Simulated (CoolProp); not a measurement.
R236FA at 365.43 K and 2.74 MPa flows at 0.08 m/s in a round tube of 1 mm bore and 0.25 µm roughness, fully developed (64/Re and Nu = 3.66 if laminar; Colebrook and Gnielinski if turbulent). Each further row changes one setting.

Model: reference Helmholtz-energy equation of state, Pan 2012, in CoolProp.

| case | Reynolds number | Darcy friction factor | pressure drop (Pa/m) | heat-transfer coefficient (W/(m² K)) | mass flow (kg/h) |
|---|---|---|---|---|---|
| as stated | 688 | 0.0931 | 326 | 204 | 0.247 |
| velocity 0.16 m/s | 1380 | 0.0465 | 651 | 204 | 0.495 |
| diameter 2 mm | 1380 | 0.0465 | 81.4 | 102 | 0.989 |

Viscosity comes from a separate model (Huber 2003), an estimate that may be off by 10 % or more. Thermal conductivity comes from a separate model (Huber 2003), an estimate that may be off by 10 % or more.
